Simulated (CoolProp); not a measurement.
n-perfluorohexane at 333.67 K and 0.0483 MPa is throttled through a valve to 0.0327 MPa with no heat exchange. Each further row changes one setting.

Values from CoolProp's reference Helmholtz-energy equation of state, Gao 2022.

```
case                         temperature change (K)  final density (kg/m³)
---------------------------  ----------------------  ---------------------
as stated                                (withheld)             (withheld)
outlet pressure 0.00981 MPa              (withheld)             (withheld)
outlet pressure 0.0425 MPa               (withheld)             (withheld)
```

### Question
Some entries are withheld; supply them.

### Answer

- as stated, temperature change (K): -0.3
- as stated, final density (kg/m³): 4.06
- outlet pressure 0.00981 MPa, temperature change (K): -0.7
- outlet pressure 0.00981 MPa, final density (kg/m³): 1.20
- outlet pressure 0.0425 MPa, temperature change (K): -0.1
- outlet pressure 0.0425 MPa, final density (kg/m³): 5.31
